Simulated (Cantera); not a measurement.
Charge: 1 mol SiH2Cl2, 0.016 mol C3H8, 1800 mol H2, equilibrated at 2052 °C and 0.00133 bar.

Method: chemical equilibrium by Gibbs-energy minimisation in Cantera with the NASA 1993 tables (ideal gas, pure condensed phases). Candidate condensed phases: C, C6H6, C7H8, C8H18, Si, SiC; 109 gas species. The numbers say what is thermodynamically allowed, not how fast it happens.

Base state: H2 0.739, H 0.259, HCl 0.000771, Si 0.000477, Cl 0.000194, C2H2 (acetylene) 1.08e-5 (mole fractions); condensed: gas only.

Question: What changes in the equilibrium state with this change: pressure from 0.00133 bar to 0.0480 bar?

Answer: 
```json
[
 {"species": "H2", "before": "0.739", "after": "0.949"},
 {"species": "H", "before": "0.259", "after": "0.0489"},
 {"species": "HCl", "before": "0.000771", "after": "0.00104"},
 {"species": "Si", "before": "0.000477", "after": "0.000492"},
 {"species": "SiH2", "before": "2.10e-7", "after": "1.00e-5"},
 {"species": "SiH", "before": "5.26e-6", "after": "3.69e-5"},
 {"species": "Cl", "before": "0.000194", "after": "3.86e-5"},
 {"species": "C2H2 (acetylene)", "before": "1.08e-5", "after": "1.21e-5"}
]
```
Gases not in the tables: Si2H6 and higher silanes.

Question: What changes in the equilibrium state with this change: SiH2Cl2 replaced by SiCl4?

Answer: 
| species | before | after |
|---|---|---|
| H2 | 0.739 | 0.739 |
| H | 0.259 | 0.259 |
| HCl | 0.000771 | 0.00154 |
| Cl | 0.000194 | 0.000388 |
| Si | 0.000477 | 0.000477 |
| C2H2 (acetylene) | 1.08e-5 | 1.08e-5 |
